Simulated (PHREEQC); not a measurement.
**Copper plating or etch bath: an equilibrium model**

Make-up at 25 °C: 0.067 mol/kgw Cu(BF4)2, 0.0026 mol/kgw HCl and 0.00023 mol/kgw H3BO3. Closed to the air; pH follows from the charge balance.

Equilibrium calculation in PHREEQC: ion-association model, wateq4f.dat.

Precipitation was switched off in this run.

Task: Predict the pH, ionic strength.

Result: pH 2.44; ionic strength 0.204 mol/kgw.

Task: In which forms is Cu present?

Result: Cu+2 99 %, CuF+ 1.2 % of the Cu.

Species that the database lacks are ignored. Real BF4- forms and hydrolyses slowly; the run takes it at equilibrium.
